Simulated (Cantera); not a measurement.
Thermodynamics of hydrogen reduction and annealing atmospheres, feed Cu2O + H2

Charge: 1 mol Cu2O, 38 mol H2, equilibrated at 1625 K and 4.10 bar.

These are equilibrium values from Cantera (NASA tables, ideal gas, pure condensed phases), not measurements of a reactor. Candidate condensed phases: Cu, CuO, Cu(OH)2, Cu2O, H2O; 12 gas species. Kinetics and transport are ignored.

```yaml
x(H2): 0.974
x(H2O): 0.0263
x(H): 3.44e-5
x(Cu): 1.39e-5
n(Cu(l)): 2.00 mol
gas_amount: 38.00 mol
```
